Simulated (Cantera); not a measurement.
Mixture: CH₄ : O₂ : N₂ = 1 : 2.74 : 7.95 (molar parts), at 3200000 Pa, adiabatic and at constant volume. Ignition delay is the time to a rise of 400 K.

Computed with Cantera and GRI-Mech 3.0 (53 species, 325 reactions). The pressure lies above the range GRI-Mech 3.0 was tuned for (to about 10 atm).

Problem. Predict: delay at 1250 K; delay at 1450 K; delay at 1650 K; delay at 1850 K; delay at 2050 K; apparent activation energy between 1950 and 2150 K.

Solution. 
| Item | Value |
|---|---|
| delay at 1250 K | 0.508 ms |
| delay at 1450 K | 66.9 µs |
| delay at 1650 K | 13.0 µs |
| delay at 1850 K | 3.37 µs |
| delay at 2050 K | 1.12 µs |
| apparent activation energy between 1950 and 2150 K | 170 kJ/mol |
